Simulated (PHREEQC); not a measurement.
0.047 g of hydrous ferric oxide (600 m²/g; 0.2 weak and 0.005 strong sites per Fe, Dzombak-Morel constants, diffuse double layer) in 1 kg of water with 0.1 mol/kgw of an inert sodium salt and 3.4e-05 mol CuSO4, at 25 °C; the pH is set by adding NaOH or the inert anion's acid. O2 is buffered at 0.21 atm. The system is closed to CO2. Nothing may precipitate in this run.

Base run: PHREEQC, ion-association model, wateq4f.dat. Each further column changes one thing. The table gives Cu sorbed (%).

```json
[
 {"pH": "4", "base": "0.4", "no electrostatic term (-no_edl)": "0.5", "background salt from 0.1 to 0.01 mol/kgw": "0.7", "oxide from 0.047 to 0.23 g/kgw": "2.1"},
 {"pH": "4.5", "base": "3.0", "no electrostatic term (-no_edl)": "3.5", "background salt from 0.1 to 0.01 mol/kgw": "3.9", "oxide from 0.047 to 0.23 g/kgw": "12.9"},
 {"pH": "5", "base": "10.7", "no electrostatic term (-no_edl)": "13.6", "background salt from 0.1 to 0.01 mol/kgw": "12.6", "oxide from 0.047 to 0.23 g/kgw": "40.5"},
 {"pH": "6", "base": "68.8", "no electrostatic term (-no_edl)": "86.9", "background salt from 0.1 to 0.01 mol/kgw": "72.2", "oxide from 0.047 to 0.23 g/kgw": "95.4"},
 {"pH": "6.5", "base": "90.2", "no electrostatic term (-no_edl)": "98.1", "background salt from 0.1 to 0.01 mol/kgw": "90.6", "oxide from 0.047 to 0.23 g/kgw": "99.2"},
 {"pH": "7", "base": "96.4", "no electrostatic term (-no_edl)": "99.6", "background salt from 0.1 to 0.01 mol/kgw": "95.3", "oxide from 0.047 to 0.23 g/kgw": "99.8"},
 {"pH": "7.5", "base": "96.8", "no electrostatic term (-no_edl)": "99.6", "background salt from 0.1 to 0.01 mol/kgw": "95.1", "oxide from 0.047 to 0.23 g/kgw": "99.9"},
 {"pH": "8.5", "base": "94.3", "no electrostatic term (-no_edl)": "97.2", "background salt from 0.1 to 0.01 mol/kgw": "93.5", "oxide from 0.047 to 0.23 g/kgw": "99.8"},
 {"pH": "9", "base": "92.5", "no electrostatic term (-no_edl)": "88.4", "background salt from 0.1 to 0.01 mol/kgw": "92.8", "oxide from 0.047 to 0.23 g/kgw": "99.8"},
 {"pH": "9.5", "base": "90.2", "no electrostatic term (-no_edl)": "57.3", "background salt from 0.1 to 0.01 mol/kgw": "92.0", "oxide from 0.047 to 0.23 g/kgw": "99.7"},
 {"pH": "10", "base": "86.6", "no electrostatic term (-no_edl)": "19.5", "background salt from 0.1 to 0.01 mol/kgw": "90.9", "oxide from 0.047 to 0.23 g/kgw": "99.5"},
 {"pH": "11", "base": "70.4", "no electrostatic term (-no_edl)": "0.9", "background salt from 0.1 to 0.01 mol/kgw": "85.2", "oxide from 0.047 to 0.23 g/kgw": "98.2"},
 {"pH": "11.5", "base": "54.3", "no electrostatic term (-no_edl)": "0.1", "background salt from 0.1 to 0.01 mol/kgw": "77.4", "oxide from 0.047 to 0.23 g/kgw": "95.0"},
 {"pH": "12", "base": "31.9", "no electrostatic term (-no_edl)": "0.0", "background salt from 0.1 to 0.01 mol/kgw": "59.2", "oxide from 0.047 to 0.23 g/kgw": "81.5"}
]
```

In at least one series the solution becomes supersaturated in solids that the run did not let form, among them Cu(OH)2. The database's constant for dissolved Cu(OH)2 is higher than later reviews accept.
